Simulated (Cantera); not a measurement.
Input (Python, Cantera) and output of one run.

```python
import numpy as np
import cantera as ct

gas_names = """
    CL CLO CL2 N NO NO2 NO3 N2 N2O O O2 O3 Si SiCL SiCL2 SiCL3 SiCL4 SiN SiO SiO2 Si2 Si2N Si3
""".split()
cond_names = """
    Si(cr) Si(L) SiO2(Lqz) SiO2(hqz) SiO2(L) Si2N2O(s) Si3N4(a)
""".split()


def load(file, names, dense=False):
    # The tables refer to 1 bar. Condensed volumes are neglected.
    table = {s.name: s for s in ct.Species.list_from_file(file)}
    out = []
    for n in names:
        d = dict(table[n].input_data)
        d["thermo"] = dict(d["thermo"], **{"reference-pressure": 1e5})
        if dense:
            d["equation-of-state"] = {"model": "constant-volume", "density": "1e6 g/cm^3"}
        out.append(ct.Species.from_dict(d))
    return out


gas = ct.Solution(thermo="ideal-gas", species=load("nasa_gas.yaml", gas_names))
cond = {s.name: ct.Solution(thermo="fixed-stoichiometry", species=[s], name=s.name)
        for s in load("nasa_condensed.yaml", cond_names, dense=True)}
atoms = {
    'SiCl4': {'Si': 1, 'CL': 4},
    'NO': {'N': 1, 'O': 1},
}
top_T = {'Si2N2O(s)': 2100, 'Si3N4(a)': 2400}  # K; cautious upper limits of use, not melting points


def equilibrate(T, P, feed):
    n = {}
    for name, mol in feed.items():
        for a, k in atoms[name].items():
            n[a] = n.get(a, 0.0) + k * mol
    gas.TPX = T, P, n
    mass = sum(n.values()) * gas.mean_molecular_weight
    gas.equilibrate("TP")
    valid = [c for c in cond.values() if c.min_temp <= T <= top_T.get(c.name, c.max_temp)]
    mix = ct.Mixture([(gas, mass / gas.mean_molecular_weight)] + [(c, 0.0) for c in valid])
    mix.T, mix.P = T, P
    mix.equilibrate("TP", solver="vcs", rtol=1e-11, max_steps=5000)
    return mix


results = []
feed = {'SiCl4': 1, 'NO': 1.8}  # mol
P = 1400  # Pa
for T in [575, 675, 775, 875, 975, 1075, 1175, 1275, 1375, 1475, 1575, 1675, 1775, 1875]:
    mix = equilibrate(T, P, feed)
    results.append((T, P, feed, dict(zip(mix.species_names, mix.species_moles))))

top = {s: max(r[3][s] / sum(r[3][g] for g in gas_names) for r in results) for s in gas_names}
cols = sorted((s for s in top if top[s] > 0.0001), key=lambda s: -top[s])[:7]
seen = [c for c in cond_names if any(r[3].get(c, 0) > 1e-12 for r in results)]
print("log10 of partial pressures in bar; condensed amounts in mol")
print(f"{'T/K':>10s}" + "".join(f"{s[:9]:>10s}" for s in cols + seen))
for T, P, feed, n in results:
    ng = sum(n[g] for g in gas_names)
    print(f"{T:10.4g}" + "".join(f"{np.log10(max(n[s] / ng * P / 1e5, 1e-99)):10.3f}" for s in cols)
          + "".join(f"{n.get(c, 0):10.4g}" for c in seen))
```

Result:

```
log10 of partial pressures in bar; condensed amounts in mol
       T/K        CL       CL2        N2     SiCL4     SiCL3       SiO     SiCL2 SiO2(Lqz) SiO2(hqz)   SiO2(L)
       575    -9.196    -2.046    -2.347    -3.301   -21.893   -49.048   -37.146       0.9         0         0
       675    -7.543    -2.046    -2.347    -3.301   -18.246   -39.854   -30.532       0.9         0         0
       775    -6.312    -2.046    -2.347    -3.301   -15.544   -33.048   -25.635       0.9         0         0
       875    -5.360    -2.046    -2.347    -3.301   -13.464   -27.811   -21.866         0       0.9         0
       975    -4.601    -2.047    -2.347    -3.301   -11.815   -23.658   -18.876         0       0.9         0
      1075    -3.982    -2.050    -2.348    -3.303   -10.474   -20.283   -16.446         0       0.9         0
      1175    -3.471    -2.059    -2.352    -3.306    -9.363   -17.483   -14.430         0       0.9         0
      1275    -3.047    -2.083    -2.361    -3.315    -8.427   -15.115   -12.725         0       0.9         0
      1375    -2.698    -2.133    -2.379    -3.333    -7.623   -13.071   -11.251         0       0.9         0
      1475    -2.423    -2.230    -2.410    -3.364    -6.919   -11.263    -9.943         0       0.9         0
      1575    -2.220    -2.392    -2.452    -3.407    -6.282    -9.618    -8.740         0       0.9         0
      1675    -2.091    -2.632    -2.496    -3.452    -5.682    -8.079    -7.595         0       0.9         0
      1775    -2.020    -2.936    -2.528    -3.493    -5.106    -6.632    -6.490         0         0    0.8999
      1875    -1.987    -3.267    -2.547    -3.548    -4.580    -5.292    -5.464         0         0    0.8991
```

Equilibrium computed with Cantera from the NASA thermochemical tables; the gas is ideal and each condensed phase is pure. The tables' values for SiCl3 are old estimates; treat these amounts as uncertain. The tables hold silica as quartz up to 1696 K and as liquid above; real silica turns to tridymite and cristobalite and melts near 1996 K.
